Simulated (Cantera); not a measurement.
A freely propagating, adiabatic, planar premixed flame of 50.2 % H2, 10.4 % O2, 39.3 % N2, equivalence ratio 2.4, unburnt at 348 K and 3.70 bar; multicomponent+Soret transport, grid criteria slope 0.08 and curve 0.16, no radiation.

Computed with Cantera and the H2/O2 subset of GRI-Mech 3.0, which has no nitrogen chemistry. The hydrogen kinetics of GRI-Mech 3.0 are dated; newer H2 mechanisms differ, most at raised pressure. Burning velocities carry a grid error of a few per cent, more on coarse grids.

Task: Predict: laminar burning velocity; thermal thickness; peak x(OH); peak x(HO2); peak x(O); peak x(H2O2).

Result: 
| Property | Result |
|---|---|
| laminar burning velocity | 312 cm/s |
| thermal thickness | 0.0694 mm |
| peak x(OH) | 0.00166 |
| peak x(HO2) | 0.000895 |
| peak x(O) | 0.00118 |
| peak x(H2O2) | 0.000115 |
